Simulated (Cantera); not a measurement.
An adiabatic, constant-volume homogeneous reactor starts with 6.22 % CH4, 0.224 % H2, 19.6 % O2, 74.0 % N2, at 1325 K and 6.60 bar.

Computed with Cantera and GRI-Mech 3.0 (53 species, 325 reactions).

x: mole fraction; the columns are a selection and need not sum to one.

| t (s) | T (K) | P (bar) | x CH4 | x H2 | x O2 | x CH2CO | x NO | x CH2O | x OH |
|---|---|---|---|---|---|---|---|---|---|
| 2.00e-6 | 1325 | 6.60 | 0.0622 | 0.00224 | 0.196 | <1e-12 | <1e-12 | [?] | 3.44e-10 |
| 6.07e-6 | 1325 | 6.60 | 0.0622 | 0.00224 | 0.196 | <1e-12 | <1e-12 | [?] | 7.96e-10 |
| 1.84e-5 | 1325 | 6.60 | 0.0622 | 0.00224 | 0.196 | <1e-12 | <1e-12 | [?] | 2.76e-9 |
| 5.58e-5 | 1325 | 6.60 | 0.0622 | 0.00224 | 0.196 | <1e-12 | <1e-12 | [?] | 1.41e-8 |
| 0.000169 | 1325 | 6.60 | 0.0621 | 0.00223 | 0.196 | 3.61e-10 | <1e-12 | [?] | 9.31e-8 |
| 0.000514 | 1332 | 6.63 | 0.0611 | 0.00226 | 0.195 | 1.35e-7 | <1e-12 | [?] | 3.33e-7 |
| 0.00156 | 2740 | 13.8 | <1e-12 | 0.00216 | 0.0635 | <1e-12 | 0.0131 | 8.24e-11 | 0.0119 |
| 0.00473 | 2732 | 13.7 | <1e-12 | 0.00213 | 0.0614 | <1e-12 | 0.0174 | 7.98e-11 | 0.0116 |
| 0.0143 | 2732 | 13.7 | <1e-12 | 0.00213 | 0.0614 | <1e-12 | 0.0174 | 7.98e-11 | 0.0116 |
| 0.0435 | 2732 | 13.7 | <1e-12 | 0.00213 | 0.0614 | <1e-12 | 0.0174 | 7.98e-11 | 0.0116 |
| 0.132 | 2732 | 13.7 | <1e-12 | 0.00213 | 0.0614 | <1e-12 | 0.0174 | 7.98e-11 | 0.0116 |
| 0.400 | 2732 | 13.7 | <1e-12 | 0.00213 | 0.0614 | <1e-12 | 0.0174 | 7.98e-11 | 0.0116 |

Some entries are withheld; supply them.


- 2.00e-6, x CH2O: 1.15e-9
- 6.07e-6, x CH2O: 1.13e-8
- 1.84e-5, x CH2O: 1.23e-7
- 5.58e-5, x CH2O: 1.82e-6
- 0.000169, x CH2O: 4.06e-5
- 0.000514, x CH2O: 0.000419
